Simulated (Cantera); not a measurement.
Charge: 1 mol SiH4, 0.03 mol Cl2, a varied amount of N2, held at 1300 °C and 0.200 bar.

Cantera equilibrium calculation (NASA polynomials, part measured and part estimated; ideal gas, pure solids and liquids). Candidate condensed phases: NH4Cl, Si, Si3N4; 28 gas species. Equilibrium is a limit: real reactors are often held back by kinetics, nucleation or transport.

x: gas mole fraction; n: condensed amount in mol.

```json
[
 {"n(N2) (mol)": "4.7", "x N2": "0.665", "x H2": "0.325", "x HCl": "0.00987", "x H": "5.19e-5", "n Si3N4(s)": "0.333"},
 {"n(N2) (mol)": "5.6", "x N2": "0.708", "x H2": "0.283", "x HCl": "0.00859", "x H": "4.84e-5", "n Si3N4(s)": "0.333"},
 {"n(N2) (mol)": "6.7", "x N2": "0.748", "x H2": "0.244", "x HCl": "0.00742", "x H": "4.50e-5", "n Si3N4(s)": "0.333"},
 {"n(N2) (mol)": "8", "x N2": "0.783", "x H2": "0.210", "x HCl": "0.00639", "x H": "4.18e-5", "n Si3N4(s)": "0.333"},
 {"n(N2) (mol)": "9.4", "x N2": "0.811", "x H2": "0.183", "x HCl": "0.00556", "x H": "3.90e-5", "n Si3N4(s)": "0.333"},
 {"n(N2) (mol)": "11", "x N2": "0.836", "x H2": "?", "x HCl": "?", "x H": "3.63e-5", "n Si3N4(s)": "0.333"},
 {"n(N2) (mol)": "13", "x N2": "0.859", "x H2": "0.137", "x HCl": "0.00417", "x H": "3.37e-5", "n Si3N4(s)": "0.333"},
 {"n(N2) (mol)": "16", "x N2": "0.883", "x H2": "?", "x HCl": "?", "x H": "3.07e-5", "n Si3N4(s)": "0.333"},
 {"n(N2) (mol)": "19", "x N2": "0.900", "x H2": "0.0967", "x HCl": "0.00294", "x H": "2.83e-5", "n Si3N4(s)": "0.333"},
 {"n(N2) (mol)": "22", "x N2": "0.913", "x H2": "0.0843", "x HCl": "0.00256", "x H": "2.64e-5", "n Si3N4(s)": "0.333"},
 {"n(N2) (mol)": "27", "x N2": "0.928", "x H2": "0.0694", "x HCl": "0.00211", "x H": "2.40e-5", "n Si3N4(s)": "0.333"},
 {"n(N2) (mol)": "31", "x N2": "0.937", "x H2": "0.0609", "x HCl": "0.00185", "x H": "2.25e-5", "n Si3N4(s)": "0.333"},
 {"n(N2) (mol)": "37", "x N2": "0.947", "x H2": "0.0513", "x HCl": "0.00156", "x H": "2.06e-5", "n Si3N4(s)": "0.333"}
]
```

Some entries are withheld; supply them.


- 11, x H2: 0.159
- 11, x HCl: 0.00484
- 16, x H2: 0.113
- 16, x HCl: 0.00345
